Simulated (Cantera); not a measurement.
A perfectly stirred reactor is fed with 24.6 % CO, 5.66 % H₂, 2.71 % CH₄, 12.9 % O₂, 54.2 % N₂, equivalence ratio 1.6, at 7500 Torr; it is adiabatic with a 400 K inlet, and is followed from long to short residence time, starting on the burning branch (τ in s: 0.39, 0.13, 0.042, 0.014, 0.0046, 0.0015, 0.0005, 0.00016, 5.4e-05, 1.8e-05).

Cantera simulation using GRI-Mech 3.0 (53 species, 325 reactions); the numbers are that mechanism's predictions, not measurements.

One state of this run: T (K) = 2170; x CO = 0.147; x H₂ = 0.0192; x CH₄ = 1.31e-5; x H₂O = 0.0999; x O = 9.51e-6; x CO₂ = 0.148. x: mole fraction; the columns are a selection and need not sum to one.

### Question
Which value of τ (s) does it belong to?
(A) 0.014
(B) 0.0015
(C) 0.39
(D) 0.00016

### Answer
A, 0.014
